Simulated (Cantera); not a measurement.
A perfectly stirred reactor is fed with H₂ : O₂ : N₂ = 0.012 : 1 : 0.15 (molar parts), equivalence ratio 0.0060, at 21.0 Torr; it is held at 1450 K, and followed from long to short residence time.

Detailed kinetics in Cantera: the H2/O2 subset of GRI-Mech 3.0, which has no nitrogen chemistry. Radical loss at walls, strong at low pressure, is not modelled.

Task: What does this change do: H2 0.012 to 0.077 parts?

Result: 
```json
[
 {"quantity": "x(H₂) at τ = 1.30 s", "before": "1.56e-5", "after": "9.90e-5"},
 {"quantity": "x(O₂) at τ = 1.30 s", "before": "0.858", "after": "0.806"},
 {"quantity": "x(O) at τ = 1.30 s", "before": "0.00153", "after": "0.00210"},
 {"quantity": "x(H₂O) at τ = 1.30 s", "before": "0.0100", "after": "0.0636"},
 {"quantity": "x(H₂O₂) at τ = 1.30 s", "before": "7.65e-9", "after": "3.53e-8"},
 {"quantity": "x(H₂) at τ = 0.110 s", "before": "6.10e-5", "after": "0.000444"},
 {"quantity": "x(O₂) at τ = 0.110 s", "before": "0.855", "after": "0.798"},
 {"quantity": "x(O) at τ = 0.110 s", "before": "0.00511", "after": "0.00981"},
 {"quantity": "x(H₂O) at τ = 0.110 s", "before": "0.00963", "after": "0.0614"},
 {"quantity": "x(H₂O₂) at τ = 0.110 s", "before": "1.39e-8", "after": "7.17e-8"}
]
```
The temperature is held fixed by assumption; the heat of reaction is taken as removed at once.
